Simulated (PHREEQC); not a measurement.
A solution holds 1.2 mmol/kgw HF and 0.14 mmol/kgw NaF, at 18 °C. Closed to the air; pH follows from the charge balance.

Model: ion-association model, phreeqc.dat, run in PHREEQC.

| quantity | before | after |
|---|---|---|
| pH | 3.22 | 3.44 |
| ionic strength (mol/kgw) | 0.000757 | 0.00178 |
| F- (mol/kgw) | 0.000755 | 0.00177 |
| HF (mol/kgw) | 0.000581 | 0.000815 |
| HF2- (mol/kgw) | 1.59e-6 | 5.22e-6 |
| NaF (mol/kgw) | 5.72e-8 | 1.30e-6 |

**Question.** Which change was made?
A) NaF from 0.00014 to 0.0014 mol/kgw
B) 0.00067 mol/kgw H4SiO4 added
C) NaF from 0.00014 to 0.000154 mol/kgw
D) diluted 2-fold with water
E) NaF from 0.00014 to 0.00028 mol/kgw

**Answer.** A, NaF from 0.00014 to 0.0014 mol/kgw

No solid was allowed to form.
